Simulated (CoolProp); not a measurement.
n-decane along the isobar 2560 kPa: density (kg/m³) from the reference equation and from simpler models built on Tc = 344.5 °C, pc = 2101 kPa, ω = 0.488; each cubic takes its own stable root.

Values from CoolProp's reference Helmholtz-energy equation of state, Lemmon 2006. It is a short technical equation, of lower accuracy than the large ones.

```tsv
T (°C)	phase	reference	van der Waals	Redlich-Kwong	Soave-Redlich-Kwong	Peng-Robinson
17.55	liquid	(withheld)	393.4	580.4	602.5	675.6
34.55	liquid	721.2	388.3	571.6	595.4	668.2
51.45	liquid	708.3	383.1	562.5	588.0	660.3
68.45	liquid	695.2	377.7	553.0	580.0	651.8
85.45	liquid	682.0	372.1	543.0	571.4	642.7
102.35	liquid	668.8	366.3	532.6	562.4	(withheld)
119.35	liquid	655.3	360.3	521.6	552.6	622.4
136.25	liquid	641.5	354.2	510.3	542.2	611.2
153.25	liquid	627.4	347.7	498.3	531.0	599.0
170.15	liquid	613.0	341.0	485.7	519.0	585.8
187.15	liquid	597.9	333.9	472.4	505.9	571.4
204.05	liquid	582.3	326.4	458.4	491.9	555.8
221.05	liquid	565.9	318.5	443.5	476.5	538.6
237.95	liquid	548.5	310.1	427.6	459.7	519.7
254.95	liquid	529.7	301.0	410.3	441.0	498.5
271.85	liquid	(withheld)	291.1	391.7	420.2	474.7
```

Task: Complete the blanks.

Result: 
- 17.55, reference: 734.2
- 102.35, Peng-Robinson: 632.9
- 271.85, reference: 509.3
